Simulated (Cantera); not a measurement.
A Cantera script and its output.

```python
import numpy as np
import cantera as ct

gas = ct.Solution("gri30.yaml")
gas.TPX = 1600, 71000, {'CH4': 1, 'N2': 56}
inlet = ct.Reservoir(gas, clone=True)

reactor = ct.IdealGasConstPressureReactor(gas, energy="off", clone=False)
exhaust = ct.Reservoir(gas, clone=True)
tau = [5.9, 2.5, 1, 0.43, 0.18, 0.076, 0.032, 0.013, 0.0056, 0.0023][0]
for a, b in ((inlet, reactor), (reactor, exhaust)):
    ct.MassFlowController(a, b, mdot=lambda t: reactor.mass / tau)
net = ct.ReactorNet([reactor])
show = ['CH4', 'HCN', 'C2H', 'H2', 'C2H4']

rows = []
print(f"{'tau/s':>10s}{'T/K':>9s}" + "".join(f"{s:>11s}" for s in show))
for tau in [5.9, 2.5, 1, 0.43, 0.18, 0.076, 0.032, 0.013, 0.0056, 0.0023]:
    net.initial_time = 0.0
    net.advance(30 * tau)
    before = gas.X
    net.advance(40 * tau)
    drift = np.max(np.abs(gas.X - before) / (gas.X + 1e-9))
    rows.append([gas.T, *gas[show].X, drift])
    print(f"{tau:10.3e}{gas.T:9.1f}" + "".join(f"{x:11.3e}" for x in gas[show].X))
```

It prints:

```
     tau/s      T/K        CH4        HCN        C2H         H2       C2H4
 5.900e+00   1600.0  2.188e-03  1.679e-06  1.003e-08  2.259e-02  1.977e-05
 2.500e+00   1600.0  3.284e-03  1.026e-06  9.270e-09  2.096e-02  2.625e-05
 1.000e+00   1600.0  4.948e-03  5.759e-07  8.187e-09  1.848e-02  4.379e-05
 4.300e-01   1600.0  6.956e-03  3.140e-07  6.939e-09  1.546e-02  7.986e-05
 1.800e-01   1600.0  9.365e-03  1.526e-07  5.454e-09  1.180e-02  1.514e-04
 7.600e-02   1600.0  1.179e-02  6.605e-08  3.875e-09  8.080e-03  2.628e-04
 3.200e-02   1600.0  1.395e-02  2.367e-08  2.295e-09  4.734e-03  3.759e-04
 1.300e-02   1600.0  1.575e-02  5.511e-09  8.976e-10  2.072e-03  3.583e-04
 5.600e-03   1600.0  1.688e-02  7.379e-10  1.972e-10  6.328e-04  1.686e-04
 2.300e-03   1600.0  1.737e-02  5.522e-11  2.106e-11  1.252e-04  3.170e-05
```

Computed with Cantera and GRI-Mech 3.0 (53 species, 325 reactions). GRI-Mech 3.0 stops at C3 and has no aromatics, soot or wall deposition, so with more carbon than oxygen in the feed, carbon stays in small species such as C2H2 where larger ones or solid carbon would form.
